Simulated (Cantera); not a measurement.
A closed system holds: 1 mol SiH4, 1.3 mol C2H2, 120 mol H2, 0.00054 mol O2, at 0.00130 bar.

Equilibrium computed with Cantera from the NASA thermochemical tables; the gas is ideal and each condensed phase is pure. Candidate condensed phases: C, C6H6, C7H8, C8H18, H2O, Si, SiC, SiO2; 123 gas species. Gases not in the tables: Si2H6 and higher silanes. The numbers say what is thermodynamically allowed, not how fast it happens.

x: gas mole fraction; n: condensed amount in mol.

| T (K) | x H2 | x H | x Si | x C2H2 (acetylene) | n C(graphite) | n SiC(s) |
|---|---|---|---|---|---|---|
| 973 | 1.000 | 3.00e-8 | <1e-12 | 5.38e-10 | 1.58 | 1.00 |
| 1073 | 1.000 | 3.89e-7 | <1e-12 | 7.18e-9 | 1.59 | 1.00 |
| 1173 | 1.000 | 3.27e-6 | <1e-12 | 6.12e-8 | 1.60 | 1.00 |
| 1273 | 1.000 | 1.98e-5 | (withheld) | 3.72e-7 | 1.60 | 1.000 |
| 1373 | 1.000 | 9.24e-5 | (withheld) | 1.73e-6 | 1.60 | 1.000 |
| 1473 | 1.000 | 0.000351 | (withheld) | 6.50e-6 | 1.60 | 1.000 |
| 1573 | 0.999 | 0.00113 | (withheld) | 2.06e-5 | 1.59 | 1.000 |
| 1673 | 0.997 | 0.00315 | (withheld) | 5.68e-5 | 1.59 | 0.999 |
| 1773 | 0.992 | 0.00786 | (withheld) | 0.000139 | 1.57 | 0.995 |
| 1873 | 0.982 | 0.0177 | (withheld) | 0.000306 | 1.55 | 0.969 |
| 1973 | 0.961 | 0.0367 | (withheld) | 0.000616 | 1.60 | 0.831 |
| 2073 | 0.923 | 0.0701 | (withheld) | 0.00113 | 2.01 | 0.190 |
| 2173 | 0.866 | 0.125 | (withheld) | 0.00191 | 1.92 | 0 |

Problem. Some entries are withheld; supply them.

Solution. 
- 1273, x Si: 3.56e-11
- 1373, x Si: 1.26e-9
- 1473, x Si: 2.76e-8
- 1573, x Si: 4.05e-7
- 1673, x Si: 4.29e-6
- 1773, x Si: 3.48e-5
- 1873, x Si: 0.000225
- 1973, x Si: 0.00120
- 2073, x Si: 0.00545
- 2173, x Si: 0.00663
